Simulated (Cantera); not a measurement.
An isothermal, constant-pressure homogeneous reactor starts with C3H8 : H2 = 1 : 1.4 (molar parts), at 1425 K and 0.210 bar. Integrator tolerance rtol = 1e-08.

Model: GRI-Mech 3.0 (53 species, 325 reactions), integrated in Cantera. GRI-Mech 3.0 was tuned for natural gas; its chemistry of propane as a main component is partial and can be far from experiment. GRI-Mech 3.0 stops at C3 and has no aromatics, soot or wall deposition, so with more carbon than oxygen in the feed, carbon stays in small species such as C2H2 where larger ones or solid carbon would form.

Problem. What does this change do: temperature 1425 to 1598 K?

Solution. 
```csv
quantity,before,after
x(C3H8) at 10.0 s,4.92e-8 (gas-phase equilibrium 4.64e-8),1.02e-9 (gas-phase equilibrium 1.02e-9)
x(H2) at 10.0 s,0.614 (gas-phase equilibrium 0.636),0.705 (gas-phase equilibrium 0.705)
x(CH2) at 10.0 s,5.59e-10 (gas-phase equilibrium 5.50e-10),7.45e-9 (gas-phase equilibrium 7.44e-9)
x(H) at 10.0 s,1.04e-5 (gas-phase equilibrium 1.20e-5),9.82e-5 (gas-phase equilibrium 9.82e-5)
x(CH4) at 10.0 s,0.132 (gas-phase equilibrium 0.104),0.0203 (gas-phase equilibrium 0.0203)
x(C2H) at 10.0 s,4.57e-9 (gas-phase equilibrium 5.21e-9),1.25e-7 (gas-phase equilibrium 1.25e-7)
```
